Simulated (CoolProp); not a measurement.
100 sccm (0 °C, 1 atm) of nitrogen bubbles through liquid ethanol at 319.7 K and leaves saturated at a total pressure of 0.15 MPa (ideal gas phase). Each further row changes one setting.

The numbers come from the reference Helmholtz-energy equation of state, Schroeder 2014 in CoolProp.

```json
[
 {"case": "as stated", "vapour pressure (kPa)": "24.9", "mole fraction of vapour": "0.166", "delivery (mg/min)": "40.8", "delivery (sccm)": "19.9", "change of delivery for a bath 1 K warmer (%)": "6.1"},
 {"case": "bath temperature 324.7 K", "vapour pressure (kPa)": "31.7", "mole fraction of vapour": "0.211", "delivery (mg/min)": "55.0", "delivery (sccm)": "26.8", "change of delivery for a bath 1 K warmer (%)": "6.2"},
 {"case": "total pressure 0.3 MPa", "vapour pressure (kPa)": "24.9", "mole fraction of vapour": "0.0829", "delivery (mg/min)": "18.6", "delivery (sccm)": "9.04", "change of delivery for a bath 1 K warmer (%)": "5.5"}
]
```
